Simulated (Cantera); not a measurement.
What does this Cantera script print?

```python
import numpy as np
import cantera as ct

gas = ct.Solution("gri30.yaml")
gas.TPX = 1500, 29000, {'C2H6': 1, 'H2': 2}
reactor = ct.IdealGasConstPressureReactor(gas, energy="off", clone=False)
net = ct.ReactorNet([reactor])
net.rtol, net.atol = 1e-08, 1e-18
show = ['C2H6', 'H2', 'C2H2', 'H', 'CH2', 'C2H', 'CH3']
times = np.geomspace(2e-06, 9, 12)

steps = ct.SolutionArray(gas, extra=["t"])
rows = []
print(f"{'t/s':>10s}{'T/K':>9s}{'P/Pa':>11s}" + "".join(f"{s:>11s}" for s in show))
for t in times:
    while net.time < t:
        t_next = net.step()
        steps.append(gas.state, t=t_next)
    rows.append([np.interp(t, steps.t, y) for y in (steps.T, steps.P, *steps(*show).X.T)])
    print(f"{t:10.3e}{rows[-1][0]:9.1f}{rows[-1][1]:11.4g}" + "".join(f"{x:11.3e}" for x in rows[-1][2:]))
rate = np.gradient(steps.T, steps.t)
print("integrator steps:", len(steps.t))
if steps.T.max() > steps.T[0] + 200:
    print(f"time of steepest temperature rise: {steps.t[rate.argmax()]:.4e} s")
gas.TPX = 1500, 29000, {'C2H6': 1, 'H2': 2}
gas.equilibrate("TP")
print(f"equilibrium (TP): T = {gas.T:.1f} K  " + "  ".join(f"{s} {gas[s].X[0]:.3e}" for s in show))
```

Output:

```
       t/s      T/K       P/Pa       C2H6         H2       C2H2          H        CH2        C2H        CH3
 2.000e-06   1500.0    2.9e+04  3.327e-01  6.664e-01  2.955e-10  1.890e-05  7.777e-09  1.437e-17  5.451e-04
 8.051e-06   1500.0    2.9e+04  3.282e-01  6.661e-01  3.993e-07  9.689e-05  1.718e-07  1.070e-13  1.369e-03
 3.241e-05   1500.0    2.9e+04  2.853e-01  6.660e-01  1.267e-04  2.498e-04  1.185e-06  8.913e-11  3.745e-03
 1.305e-04   1500.0    2.9e+04  1.369e-01  6.612e-01  4.098e-03  2.960e-04  1.022e-06  3.451e-09  3.371e-03
 5.253e-04   1500.0    2.9e+04  1.354e-02  6.605e-01  2.919e-02  1.985e-04  1.991e-07  1.651e-08  1.052e-03
 2.115e-03   1500.0    2.9e+04  6.590e-04  6.719e-01  6.199e-02  5.225e-05  1.440e-08  9.072e-09  2.345e-04
 8.512e-03   1500.0    2.9e+04  1.209e-04  6.829e-01  9.408e-02  2.586e-05  3.524e-09  6.704e-09  1.104e-04
 3.427e-02   1500.0    2.9e+04  5.872e-05  6.979e-01  1.369e-01  2.338e-05  2.559e-09  8.634e-09  9.327e-05
 1.380e-01   1500.0    2.9e+04  3.742e-05  7.052e-01  1.527e-01  2.239e-05  2.182e-09  9.128e-09  8.510e-05
 5.554e-01   1500.0    2.9e+04  3.360e-05  7.131e-01  1.561e-01  2.315e-05  2.092e-09  9.536e-09  7.958e-05
 2.236e+00   1500.0    2.9e+04  2.561e-05  7.329e-01  1.641e-01  2.550e-05  1.858e-09  1.075e-08  6.532e-05
 9.000e+00   1500.0    2.9e+04  2.013e-05  7.503e-01  1.712e-01  2.831e-05  1.618e-09  1.216e-08  5.179e-05
integrator steps: 1185
equilibrium (TP): T = 1500.0 K  C2H6 1.983e-05  H2 7.514e-01  C2H2 1.716e-01  H 2.853e-05  CH2 1.601e-09  C2H 1.227e-08  CH3 5.087e-05
```

Computed with Cantera and GRI-Mech 3.0 (53 species, 325 reactions). GRI-Mech 3.0 stops at C3 and has no aromatics, soot or wall deposition, so with more carbon than oxygen in the feed, carbon stays in small species such as C2H2 where larger ones or solid carbon would form.
